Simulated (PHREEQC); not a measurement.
A column of 0.1 m (30 cells, dispersivity 0.005 m, 3600 s a shift, diffusion coefficient 3e-10 m²/s) holds 0.02 eq of the database's cation exchanger X per kg of pore water, first in equilibrium with 0.00047 mol/kgw CdCl2, 0.013 mol/kgw KCl and 1e-05 mol/kgw HCl. It is flushed with 0.00038 mol MgCl2, 0.029 mol BaCl2 and 1e-05 mol HCl per kg of water, at 25 °C. Values are for the last cell. No CO2 enters from the air. Nothing may precipitate in this run.

The series has 31 steps of pore volumes, from 0 to 3.017.

Computed with PHREEQC (ion-association model, phreeqc.dat).

**Question.** After how many pore volumes does Ba at the outlet first reach half of its feed value?

**Answer.** By 1.3 pore volumes.

**Question.** After how many pore volumes does Mg at the outlet first reach half of its feed value?

**Answer.** By 1.1 pore volumes.
